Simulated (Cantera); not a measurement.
Equilibrium for nitride etching: Si3N4 + H2O + N2

A closed system holds: 1 mol Si3N4, 0.47 mol H2O, 2.7 mol N2, at 10000 Pa.

Equilibrium computed with Cantera from the NASA thermochemical tables; the gas is ideal and each condensed phase is pure. Candidate condensed phases: H2O, Si, SiO2, Si2N2O, Si3N4; 35 gas species. Mutual solubility and eutectic melting of coexisting phases are not modelled. The tables' values for SiN are old estimates; treat these amounts as uncertain. Equilibrium is a limit: real reactors are often held back by kinetics, nucleation or transport.

| T (K) | x N2 | x H2 | x SiO | x H | x Si | x Si2N | x SiN | x SiH | n Si2N2O(s) | n Si3N4(s) | n Si(l) |
|---|---|---|---|---|---|---|---|---|---|---|---|
| 1298 | 0.859 | 0.141 | 5.14e-10 | 1.27e-6 | <1e-12 | <1e-12 | <1e-12 | <1e-12 | 0.470 | 0.687 | 0 |
| 1373 | 0.859 | 0.141 | 9.71e-9 | 3.96e-6 | 4.21e-12 | <1e-12 | 2.86e-12 | 2.85e-12 | 0.470 | 0.687 | 0 |
| 1448 | 0.859 | 0.141 | 1.34e-7 | 1.10e-5 | 9.70e-11 | <1e-12 | 4.59e-11 | 4.62e-11 | 0.470 | 0.687 | 0 |
| 1523 | 0.859 | 0.141 | 1.43e-6 | 2.75e-5 | 1.63e-9 | 7.80e-12 | 5.58e-10 | 5.67e-10 | 0.470 | 0.687 | 0 |
| 1598 | 0.859 | 0.141 | 1.21e-5 | 6.33e-5 | 2.10e-8 | 2.01e-10 | 5.34e-9 | 5.48e-9 | 0.470 | 0.687 | 0 |
| 1673 | 0.859 | 0.141 | 8.41e-5 | 0.000135 | 2.14e-7 | 3.83e-9 | 4.16e-8 | 4.30e-8 | 0.470 | 0.687 | 0 |
| 1748 | 0.858 | 0.141 | 0.000493 | 0.000271 | 1.78e-6 | 5.65e-8 | 2.71e-7 | 2.81e-7 | 0.468 | 0.687 | 0 |
| 1823 | 0.856 | 0.141 | 0.00249 | 0.000514 | 1.24e-5 | 6.63e-7 | 1.50e-6 | 1.57e-6 | 0.462 | 0.689 | 0 |
| 1898 | 0.849 | 0.139 | 0.0110 | 0.000920 | 7.44e-5 | 6.40e-6 | 7.29e-6 | 7.64e-6 | 0.433 | 0.699 | 0 |
| 1973 | 0.857 | 0.0887 | 0.0525 | 0.00127 | 0.000316 | 3.46e-5 | 2.57e-5 | 2.15e-5 | 0.194 | 0 | 2.33 |
x: gas mole fraction; n: condensed amount in mol.

From 1298 K to 1898 K the condensed part is Si2N2O(s) + Si3N4(s). At 1973 K the condensed part is Si(l) + Si2N2O(s).
